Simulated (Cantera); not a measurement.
# Thermodynamics of carbon deposition, reforming and gasification, feed CO + H₂

A closed system holds: 1 mol CO, a varied amount of H₂, equilibrated at 698.15 K and 100 Torr.

Cantera equilibrium calculation (NASA polynomials, part measured and part estimated; ideal gas, pure solids and liquids). Candidate condensed phases: C, C₆H₆, C₇H₈, C₈H₁₈, H₂O; 110 gas species. Equilibrium is a limit: real reactors are often held back by kinetics, nucleation or transport.

```
n(H₂) (mol)   x H₂   x H₂O   x CH₄     x CO₂      x CO   x C₂H₆   x HCOOH  n C(graphite)
-----------  -----  ------  ------  --------  --------  -------  --------  -------------
1.9          0.384   0.320   0.173     0.110    0.0137  3.30e-7   2.63e-9          0.463
4.5          0.511   0.219   0.241    0.0226   0.00552  4.80e-7  7.23e-10              0
7.2          0.685   0.155   0.157   0.00228   0.00105  1.51e-7  9.75e-11              0
9.9          0.777   0.111   0.111  0.000502  0.000367  6.71e-8  2.44e-11              0
13           0.834  0.0828  0.0830  0.000157  0.000165  3.47e-8  8.20e-12              0
15           0.857  0.0711  0.0712   8.91e-5  0.000112  2.49e-8  4.78e-12              0
18           0.883  0.0587  0.0587   4.45e-5   7.00e-5  1.64e-8  2.46e-12              0
21           0.900  0.0499  0.0499   2.53e-5   4.77e-5  1.17e-8  1.43e-12              0
23           0.909  0.0454  0.0454   1.83e-5   3.83e-5  9.54e-9  1.04e-12              0
26           0.920  0.0399  0.0400   1.19e-5   2.86e-5  7.31e-9    <1e-12              0
```
x: gas mole fraction; n: condensed amount in mol.

At 1.9 mol H₂ the condensed part is C(graphite). From 4.5 mol H₂ to 26 mol H₂ nothing is condensed. The main C-bearing gas is CH₄ throughout.
